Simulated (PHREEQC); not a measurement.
**Hard or scaling water: speciation**

Make-up at 20 °C: 0.051 mol/kgw MgCl2 and 0.00051 mol/kgw Na2CO3. Closed to the air; pH follows from the charge balance.

Model: ion-association model, phreeqc.dat, run in PHREEQC.

```
Quantity                      Value
--------------------  -------------
pH                             9.49
ionic strength        0.153 mol/kgw
specific conductance     8740 µS/cm
density                 1.002 g/cm³
total alkalinity        1.02 meq/kg
```

```
species  molality  activity   log γ
-------  --------  --------  ------
Cl-         0.102    0.0752  -0.132
Mg+2       0.0505    0.0186  -0.433
Na+       0.00102  0.000778  -0.117
MgCO3    0.000262  0.000271   0.015
MgOH+    0.000171  0.000133  -0.108
HCO3-    0.000164  0.000125  -0.117
CO3-2     4.83e-5   1.65e-5  -0.468
MgHCO3+   3.61e-5   2.67e-5  -0.131
OH-       2.92e-5   2.13e-5  -0.137
NaCO3-    2.43e-7   1.85e-7  -0.119
```

No solid was allowed to form. Species that the database lacks are ignored.
